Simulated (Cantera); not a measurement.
Input: 1 mol CCl4, 7 mol H2, equilibrated at 8200 Pa.

Cantera equilibrium calculation (NASA polynomials, part measured and part estimated; ideal gas, pure solids and liquids). Candidate condensed phases: C, C6H6, C7H8, C8H18; 91 gas species. The numbers say what is thermodynamically allowed, not how fast it happens. All values below are at 800 °C.

Base state: H2 0.554, HCl 0.445, CH4 0.00116 (mole fractions); condensed: C(graphite).

Task: What changes in the equilibrium state with this change: H2 from 7 to 0.24 mol?

Result: 
```csv
species,before,after
Cl2,<1e-9,0.783
HCl,0.445,0.214
Cl,2.65e-8,0.00332
H2,0.554,<1e-9
CH4,0.00116,<1e-9
CCl4,<1e-9,0.000166
"C(graphite), mol",0.990,1.000
```
Gases not in the tables: chlorinated aromatics.

Task: What changes in the equilibrium state with this change: pressure from 8200 Pa to 100000 Pa?

Result: 
| species | before | after |
|---|---|---|
| H2 | 0.554 | 0.536 |
| HCl | 0.445 | 0.450 |
| CH4 | 0.00116 | 0.0132 |
| C(graphite), mol | 0.990 | 0.883 |
